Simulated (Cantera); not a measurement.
A perfectly stirred reactor is fed with 1.96 % CH₄, 1.80 % C₂H₆, 2.55 % C₃H₈, 19.2 % O₂, 72.0 % N₂, 2.55 % H₂O, at 1.00 bar; it is adiabatic with a 675 K inlet, and is followed from long to short residence time, starting on the burning branch (τ in s: 0.17, 0.048, 0.014, 0.004, 0.0012, 0.00033, 9.6e-05, 2.8e-05, 8.1e-06).

Cantera simulation using GRI-Mech 3.0 (53 species, 325 reactions); the numbers are that mechanism's predictions, not measurements. GRI-Mech 3.0 was tuned for natural gas; its chemistry of propane as a main component is partial and can be far from experiment.

One state of this run: T (K) = 2163; x CH₄ = 5.95e-5; x C₂H₆ = 8.59e-6; x C₃H₈ = 9.07e-6; x C₂H₄ = 2.40e-5; x O = 0.00245. x: mole fraction; the columns are a selection and need not sum to one.

Problem. Which value of τ (s) does it belong to?
A) 0.00033
B) 9.6e-5
C) 0.0012
D) 0.048

Solution. A, 0.00033
